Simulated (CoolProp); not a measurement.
Nitrogen at 293.15 K and 0.393 MPa is throttled through a valve to 0.262 MPa with no heat exchange. Each further row changes one setting.

The numbers come from the reference Helmholtz-energy equation of state, Span 2000 in CoolProp.

```json
[
 {"case": "as stated", "temperature change (K)": "-0.3", "final density (kg/m³)": "?"},
 {"case": "outlet pressure 0.0786 MPa", "temperature change (K)": "?", "final density (kg/m³)": "?"},
 {"case": "outlet pressure 0.341 MPa", "temperature change (K)": "-0.1", "final density (kg/m³)": "3.92"}
]
```

Task: Fill in the missing entries.

Result: 
- as stated, final density (kg/m³): 3.02
- outlet pressure 0.0786 MPa, temperature change (K): -0.7
- outlet pressure 0.0786 MPa, final density (kg/m³): 0.906
